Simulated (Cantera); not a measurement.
Mixture: CH4 : O2 : N2 = 1 : 2 : 7.52 (molar parts), at 55000 Pa, adiabatic and at constant pressure. Ignition delay is the time to a rise of 400 K.

Detailed kinetics in Cantera: GRI-Mech 3.0 (53 species, 325 reactions).

Question: Predict: delay at 1298 K; delay at 1398 K; delay at 1498 K; delay at 1598 K; delay at 1698 K; apparent activation energy between 1598 and 1698 K.

Answer: 
* **delay at 1298 K**: 19.1 ms
* **delay at 1398 K**: 5.51 ms
* **delay at 1498 K**: 1.89 ms
* **delay at 1598 K**: 0.774 ms
* **delay at 1698 K**: 0.367 ms
* **apparent activation energy between 1598 and 1698 K**: 170 kJ/mol
